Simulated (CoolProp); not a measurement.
Vapour-liquid equilibrium of C2F6 (R116) (1) + R143a (2) at 2.43 bar; x and y are mole fractions of (1).

Values from CoolProp's multi-fluid Helmholtz-energy mixture model, Lemmon 2006 and Lemmon and Jacobsen 2000; pair parameters Bell 2016.

Give the bubble temperature and the first vapour's composition at x = 0.275, 0.425, 0.95. Is there an azeotrope?

x = 0.275: -51.7 °C, y = 0.718; x = 0.425: -55.3 °C, y = 0.788; x = 0.95: -59.9 °C, y = 0.959. No azeotrope shows between x = 0.05 and 0.95.

Pair parameters are fitted to limited data, so mixtures are less certain than the pure fluids. With so large a gap from Raoult's law the liquid may split in two, which this calculation doesn't test in full.
